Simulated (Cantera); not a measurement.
**Diamond growth**

A diamond (100) surface in a fixed gas of H2 with x(CH4) = 0.005, x(H) = 0.012, at 1225 K, 75.0 Torr; coverages are run to steady state.

Cantera simulation using the Harris–Goodwin 1993 mechanism for the reconstructed diamond (100) surface; the numbers are that mechanism's predictions, not measurements.

| x(CH3) | growth (µm/h) | θ c6HH | θ c6H* | θ c6*H | θ c6** | θ c6HM |
|---|---|---|---|---|---|---|
| 1e-06 | 0.0666 | 0.423 | 0.0414 | 0.501 | 0.0341 | 1.06e-5 |
| 2.3e-06 | 0.153 | 0.423 | 0.0414 | 0.501 | 0.0341 | 2.45e-5 |
| 5.5e-06 | 0.366 | 0.423 | 0.0414 | 0.501 | 0.0340 | 5.85e-5 |
| 1.3e-05 | 0.866 | 0.423 | 0.0414 | 0.501 | 0.0340 | 0.000138 |
| 3e-05 | 2.00 | 0.423 | 0.0414 | 0.501 | 0.0340 | 0.000319 |
| 6.9e-05 | 4.59 | 0.423 | 0.0413 | 0.501 | 0.0340 | 0.000733 |
| 0.00016 | 10.6 | 0.422 | 0.0412 | 0.500 | 0.0338 | 0.00170 |
| 0.00038 | 25.0 | 0.420 | 0.0411 | 0.498 | 0.0335 | 0.00400 |
| 0.00088 | 57.1 | 0.417 | 0.0407 | 0.493 | 0.0329 | 0.00915 |
θ: site fractions in the mechanism's names (c6HH fully hydrogenated, c6H* and c6*H radical sites, c6** diradical, c6HM methylated).
